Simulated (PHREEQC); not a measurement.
A solution holds 120 mmol/kgw HF, 27 mmol/kgw K2HPO4 and 16 mmol/kgw NaCl, at 57 °C. Closed to the air; pH follows from the charge balance.

The numbers come from PHREEQC with the ion-association model, phreeqc.dat.

* **pH**: 2.84
* **ionic strength**: 0.0716 mol/kgw
* **density**: 0.990 g/cm³
* **total alkalinity**: -93.0 meq/kg

```tsv
species	molality	activity	log γ
HF	0.0775	0.0788	0.007
K+	0.0540	0.0420	-0.110
F-	0.0252	0.0196	-0.111
H2PO4-	0.0218	0.0174	-0.098
Cl-	0.0160	0.0125	-0.108
Na+	0.0159	0.0126	-0.101
HF2-	0.00857	0.00676	-0.103
H3PO4	0.00519	0.00527	0.007
H+	0.00176	0.00146	-0.080
NaF	0.000139	0.000142	0.007
HPO4-2	2.20e-6	8.72e-7	-0.401
KHPO4-	8.93e-8	7.13e-8	-0.098
NaHPO4-	2.68e-8	2.14e-8	-0.098
```

Precipitation was switched off in this run. Species that the database lacks are ignored. Constants without temperature data keep their 25 °C values here.
